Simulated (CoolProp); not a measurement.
Vapour-liquid equilibrium of cyclopropane (1) + R134a (2) at 0.793 MPa; x and y are mole fractions of (1).

Model: multi-fluid Helmholtz-energy mixture model, Polt 1992 and Tillner-Roth 1994; pair parameters Bell 2016, in CoolProp. This equation is an older, rougher fit; its heat capacities, sound speeds and derivatives of the liquid may be far off and weren't checked against measurements.

```json
[
 {"x": "0.05", "bubble temperature, mixture model (°C)": "28.1", "bubble temperature, Raoult's law (°C)": "30.9", "y, mixture model": "0.111", "y, Raoult's law": "0.053"},
 {"x": "0.125", "bubble temperature, mixture model (°C)": "24.8", "bubble temperature, Raoult's law (°C)": "30.7", "y, mixture model": "0.239", "y, Raoult's law": "0.133"},
 {"x": "0.2", "bubble temperature, mixture model (°C)": "22.4", "bubble temperature, Raoult's law (°C)": "30.5", "y, mixture model": "0.331", "y, Raoult's law": "0.211"},
 {"x": "0.275", "bubble temperature, mixture model (°C)": "20.8", "bubble temperature, Raoult's law (°C)": "30.3", "y, mixture model": "0.400", "y, Raoult's law": "0.289"},
 {"x": "0.35", "bubble temperature, mixture model (°C)": "19.8", "bubble temperature, Raoult's law (°C)": "30.1", "y, mixture model": "0.453", "y, Raoult's law": "0.366"},
 {"x": "0.425", "bubble temperature, mixture model (°C)": "19.1", "bubble temperature, Raoult's law (°C)": "29.9", "y, mixture model": "0.496", "y, Raoult's law": "0.443"},
 {"x": "0.5", "bubble temperature, mixture model (°C)": "18.8", "bubble temperature, Raoult's law (°C)": "29.7", "y, mixture model": "0.533", "y, Raoult's law": "0.518"},
 {"x": "0.575", "bubble temperature, mixture model (°C)": "18.7", "bubble temperature, Raoult's law (°C)": "29.5", "y, mixture model": "0.568", "y, Raoult's law": "0.593"},
 {"x": "0.65", "bubble temperature, mixture model (°C)": "18.9", "bubble temperature, Raoult's law (°C)": "29.3", "y, mixture model": "0.603", "y, Raoult's law": "0.666"},
 {"x": "0.725", "bubble temperature, mixture model (°C)": "19.4", "bubble temperature, Raoult's law (°C)": "29.1", "y, mixture model": "0.645", "y, Raoult's law": "0.739"},
 {"x": "0.8", "bubble temperature, mixture model (°C)": "20.3", "bubble temperature, Raoult's law (°C)": "28.9", "y, mixture model": "0.697", "y, Raoult's law": "0.812"},
 {"x": "0.875", "bubble temperature, mixture model (°C)": "22.0", "bubble temperature, Raoult's law (°C)": "28.7", "y, mixture model": "0.771", "y, Raoult's law": "0.883"},
 {"x": "0.95", "bubble temperature, mixture model (°C)": "25.1", "bubble temperature, Raoult's law (°C)": "28.5", "y, mixture model": "0.885", "y, Raoult's law": "0.953"}
]
```

The largest gap from Raoult's law is -10.9 K in bubble temperature, at x = 0.5. y crosses x between x = 0.5 and 0.575: the model has an azeotrope there.

The pair parameters rest on a limited set of measurements; away from them the model extrapolates.
